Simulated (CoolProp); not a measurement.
Dimethyl ether along the isobar 69.9 bar: fugacity coefficient from the reference equation and from simpler models built on Tc = 127.2 °C, pc = 53.37 bar, ω = 0.196; each cubic takes its own stable root.

The numbers come from the reference Helmholtz-energy equation of state, Wu 2011 in CoolProp.

| T (°C) | phase | reference |
|---|---|---|
| -115.35 | liquid | 2.331e-5 |
| -93.25 | liquid | 0.0002426 |
| -71.15 | liquid | 0.001403 |
| -49.05 | liquid | 0.005422 |
| -27.05 | liquid | 0.01563 |
| -4.95 | liquid | 0.03661 |
| 17.15 | liquid | 0.07295 |
| 39.25 | liquid | 0.1282 |
| 61.35 | liquid | 0.2040 |
| 83.45 | liquid | 0.2992 |
| 105.55 | liquid | 0.4099 |
| 127.65 | supercritical | 0.5281 |
| 149.65 | supercritical | 0.6310 |
| 171.75 | supercritical | 0.6944 |
| 193.85 | supercritical | 0.7409 |

Question: How far does each simpler model (Redlich-Kwong, Peng-Robinson) lie from the reference over these 15 states: mean and median of the absolute difference, and the worst?

Answer: 
- Redlich-Kwong: mean 35.6 %, median 26.6 %, worst +89.1 % at -93.25 °C and 69.9 bar
- Peng-Robinson: mean 3.1 %, median 0.8 %, worst +20.5 % at -115.35 °C and 69.9 bar
